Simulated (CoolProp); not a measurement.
Saturated liquid density (kg/m³) of tetrahydrofuran: the reference equation beside estimates from Tc = 267.0 °C, pc = 5.304 MPa, ω = 0.234.

Computed with CoolProp (reference Helmholtz-energy equation of state, Fiedler 2023).

```csv
T (°C),reference,van der Waals,Soave-Redlich-Kwong,Peng-Robinson
84.95,813.3,501.3,755.8,854.8
97.35,798.2,492.0,740.4,838.1
109.75,782.7,482.3,724.1,820.2
122.15,766.7,472.2,706.8,801.1
134.55,750.1,461.6,688.4,780.6
146.95,732.9,450.4,668.6,758.6
159.35,714.9,438.6,647.5,734.8
171.65,696.0,426.1,624.8,709.2
184.05,675.7,412.6,600.0,680.9
196.45,653.9,398.0,572.9,649.9
208.85,629.8,382.1,543.0,615.2
```

Absolute difference from the reference over all 11 rows, mean and median: van der Waals 38.7 and 38.5 %, Soave-Redlich-Kwong 9.4 and 8.8 %, Peng-Robinson 3.2 and 3.5 %.
